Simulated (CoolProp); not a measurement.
Computed with CoolProp (reference Helmholtz-energy equation of state, Lemmon 2006). It is a short technical equation, of lower accuracy than the large ones.

For nitrous oxide, give the phase and the speed of sound (m/s), Joule-Thomson coefficient (K/MPa) at 18.55 °C and 0.101 MPa.


- 18.55 °C and 0.101 MPa: gas; speed of sound 264, Joule-Thomson coefficient 11.5
